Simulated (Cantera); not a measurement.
**Adiabatic ignition**

An adiabatic, constant-volume homogeneous reactor starts with CH4 : O2 : N2 : H2 = 1 : 1.43 : 5.37 : 0.2 (molar parts), equivalence ratio 1.5, at 1673 K and 1.01 bar.

Cantera simulation using GRI-Mech 3.0 (53 species, 325 reactions); the numbers are that mechanism's predictions, not measurements.

```tsv
t (s)	T (K)	P (bar)	x CH4	x O2	x C2H2	x C2H6	x OH	x CH2CO	x NO2
2.00e-6	1673	1.01	0.125	0.179	<1e-12	2.01e-10	1.44e-7	<1e-12	<1e-12
5.02e-6	1673	1.01	0.125	0.179	<1e-12	4.21e-9	2.36e-7	<1e-12	<1e-12
1.26e-5	1673	1.01	0.125	0.179	1.58e-11	9.56e-8	5.32e-7	3.09e-12	<1e-12
3.17e-5	1673	1.01	0.125	0.179	1.57e-9	3.15e-6	1.78e-6	8.71e-10	<1e-12
7.96e-5	1678	1.02	0.122	0.177	5.36e-7	0.000194	1.15e-5	8.52e-7	<1e-12
0.000200	2974	2.00	<1e-12	0.00427	<1e-12	<1e-12	0.0203	<1e-12	9.45e-8
0.000502	2980	2.00	<1e-12	0.00365	<1e-12	<1e-12	0.0190	<1e-12	4.68e-7
0.00126	2977	2.00	<1e-12	0.00353	<1e-12	<1e-12	0.0187	<1e-12	5.67e-7
0.00317	2977	2.00	<1e-12	0.00353	<1e-12	<1e-12	0.0187	<1e-12	5.68e-7
0.00796	2977	2.00	<1e-12	0.00353	<1e-12	<1e-12	0.0187	<1e-12	5.68e-7
0.0200	2977	2.00	<1e-12	0.00353	<1e-12	<1e-12	0.0187	<1e-12	5.68e-7
0.0502	2977	2.00	<1e-12	0.00353	<1e-12	<1e-12	0.0187	<1e-12	5.68e-7
0.126	2977	2.00	<1e-12	0.00353	<1e-12	<1e-12	0.0187	<1e-12	5.68e-7
0.317	2977	2.00	<1e-12	0.00353	<1e-12	<1e-12	0.0187	<1e-12	5.68e-7
0.796	2977	2.00	<1e-12	0.00353	<1e-12	<1e-12	0.0187	<1e-12	5.68e-7
2.00	2977	2.00	<1e-12	0.00353	<1e-12	<1e-12	0.0187	<1e-12	5.68e-7
```
x: mole fraction; the columns are a selection and need not sum to one.

```
Item                                                                Result
---------------------------------  ---------------------------------------
time of steepest temperature rise                                 0.164 ms
temperature at 2.00 s                                               2977 K
equilibrium temperature                                             2977 K
x(CH4) at 2.00 s                     <1e-12 (gas-phase equilibrium <1e-12)
x(O2) at 2.00 s                    0.00353 (gas-phase equilibrium 0.00353)
x(C2H2) at 2.00 s                    <1e-12 (gas-phase equilibrium <1e-12)
```
